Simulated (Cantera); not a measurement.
A closed system holds: 1 mol borazine, 1.4 mol O₂, equilibrated at 0.100 bar.

Cantera equilibrium calculation (NASA polynomials, part measured and part estimated; ideal gas, pure solids and liquids). Candidate condensed phases: B, BN, B₂O₃, B₃O₃H₃, H₂O; 39 gas species. The feed counts by its element totals alone. Mutual solubility and eutectic melting of coexisting phases are not modelled. Gases not in the tables: H₃BO₃. The numbers say what is thermodynamically allowed, not how fast it happens. All values below are at 927 °C.

Base state: H₂ 0.761, N₂ 0.237, H₂O 0.00195, HBO₂ 0.000116 (mole fractions); condensed: BN(s) + B₂O₃(l).

**Question.** What changes in the equilibrium state with this change: O₂ from 1.4 to 0.18 mol?

**Answer.** 
| species | before | after |
|---|---|---|
| H₂ | 0.761 | 0.961 |
| N₂ | 0.237 | 0.0380 |
| H₂O | 0.00195 | 0.00134 |
| HBO₂ | 0.000116 | 9.61e-5 |
| BN(s), mol | 1.14 | 2.76 |
| B₂O₃(l), mol | 0.930 | 0.118 |

**Question.** What changes in the equilibrium state with this change: O₂ from 1.4 to 0.37 mol?

**Answer.** 
| species | before | after |
|---|---|---|
| H₂ | 0.761 | 0.923 |
| N₂ | 0.237 | 0.0755 |
| H₂O | 0.00195 | 0.00161 |
| HBO₂ | 0.000116 | 0.000106 |
| BN(s), mol | 1.14 | 2.51 |
| B₂O₃(l), mol | 0.930 | 0.245 |
